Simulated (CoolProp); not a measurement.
Model: reference Helmholtz-energy equation of state, Tillner-Roth 1997, in CoolProp.

### Question
For CH2F2 (R32), give the phase and the cp (kJ/(kg K)), cv (kJ/(kg K)), speed of sound (m/s), isothermal compressibility (1/MPa) at 227.4 K and 26.4 MPa; 310.2 K and 26.4 MPa; 345.6 K and 26.4 MPa.

### Answer
- 227.4 K and 26.4 MPa: liquid; cp 1.53, cv 0.946, speed of sound 1070, isothermal compressibility 0.00114
- 310.2 K and 26.4 MPa: liquid; cp 1.65, cv 0.960, speed of sound 727, isothermal compressibility 0.00315
- 345.6 K and 26.4 MPa: liquid; cp 1.75, cv 0.989, speed of sound 598, isothermal compressibility 0.00533
